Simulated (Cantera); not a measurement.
Cantera run, input and output.

```python
import numpy as np
import cantera as ct

gas = ct.Solution("gri30.yaml")
gas.TPX = 550, 21000, {'CH4': 1, 'C2H6': 0.053, 'C3H8': 0.42, 'O2': 10.5, 'N2': 39.3, 'H2O': 4.9}
inlet = ct.Reservoir(gas, clone=True)
gas.equilibrate("HP")  # start burning
reactor = ct.IdealGasConstPressureReactor(gas, energy="on", clone=False)
exhaust = ct.Reservoir(gas, clone=True)
tau = [0.038, 0.015, 0.0063, 0.0026, 0.0011, 0.00043, 0.00018, 7.3e-05, 3e-05, 1.2e-05][0]
for a, b in ((inlet, reactor), (reactor, exhaust)):
    ct.MassFlowController(a, b, mdot=lambda t: reactor.mass / tau)
net = ct.ReactorNet([reactor])
show = ['CH4', 'C2H6', 'C3H8', 'C2H2', 'HCN', 'NO']

rows = []
print(f"{'tau/s':>10s}{'T/K':>9s}" + "".join(f"{s:>11s}" for s in show))
for tau in [0.038, 0.015, 0.0063, 0.0026, 0.0011, 0.00043, 0.00018, 7.3e-05, 3e-05, 1.2e-05]:
    net.initial_time = 0.0
    net.advance(30 * tau)
    before = gas.X
    net.advance(40 * tau)
    drift = np.max(np.abs(gas.X - before) / (gas.X + 1e-9))
    rows.append([gas.T, *gas[show].X, drift])
    print(f"{tau:10.3e}{gas.T:9.1f}" + "".join(f"{x:11.3e}" for x in gas[show].X))
```

Result:

```
     tau/s      T/K        CH4       C2H6       C3H8       C2H2        HCN         NO
 3.800e-02   1400.2  4.246e-05  5.724e-07  4.671e-06  8.763e-07  1.020e-09  3.939e-07
 1.500e-02   1380.9  8.303e-05  1.091e-06  8.629e-06  1.113e-06  2.237e-09  3.935e-07
 6.300e-03   1349.1  1.726e-04  2.210e-06  1.688e-05  1.546e-06  4.638e-09  3.599e-07
 2.600e-03   1282.1  5.198e-04  6.591e-06  4.791e-05  3.062e-06  9.042e-09  1.825e-07
 1.100e-03    550.0  1.780e-02  9.435e-04  7.477e-03 -5.113e-19 -3.178e-22 -2.820e-21
 4.300e-04    550.0  1.780e-02  9.435e-04  7.477e-03 -9.634e-23 -5.987e-26 -5.313e-25
 1.800e-04    550.0  1.780e-02  9.435e-04  7.477e-03 -6.085e-24 -3.782e-27 -3.356e-26
 7.300e-05    550.0  1.780e-02  9.435e-04  7.477e-03 -3.844e-25 -2.389e-28 -2.120e-27
 3.000e-05    550.0  1.780e-02  9.435e-04  7.477e-03 -2.428e-26 -1.509e-29 -1.339e-28
 1.200e-05    550.0  1.780e-02  9.435e-04  7.477e-03 -1.534e-27 -9.532e-31 -8.458e-30
```

Model: GRI-Mech 3.0 (53 species, 325 reactions), integrated in Cantera. GRI-Mech 3.0 was tuned for natural gas; its chemistry of propane as a main component is partial and can be far from experiment.
